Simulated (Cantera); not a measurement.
Charge: 1 mol Si, 0.21 mol O2, 72 mol H2, 0.37 mol CO2, equilibrated at 0.0135 Torr.

Method: chemical equilibrium by Gibbs-energy minimisation in Cantera with the NASA 1993 tables (ideal gas, pure condensed phases). Candidate condensed phases: C, C6H6, C7H8, C8H18, H2O, Si, SiC, SiO2; 123 gas species. Mutual solubility and eutectic melting of coexisting phases are not modelled. The tables hold silica as quartz up to 1696 K and as liquid above; real silica turns to tridymite and cristobalite and melts near 1996 K. Rates play no part.

What share of the Si ends up in condensed phases as a function of T (K), at 948, 998, 1048, 1098, 1148, 1198, 1248?


| T (K) | Si condensed (%) | as |
|---|---|---|
| 948 | 100.0 | Si(s) + SiC(s) + SiO2(β-quartz) |
| 998 | 99.8 | Si(s) + SiC(s) + SiO2(β-quartz) |
| 1048 | 98.6 | Si(s) + SiC(s) + SiO2(β-quartz) |
| 1098 | 91.4 | Si(s) + SiC(s) + SiO2(β-quartz) |
| 1148 | 80.9 | SiC(s) + SiO2(β-quartz) |
| 1198 | 19.3 | SiC(s) + SiO2(β-quartz) |
| 1248 | 10.5 | SiC(s) |
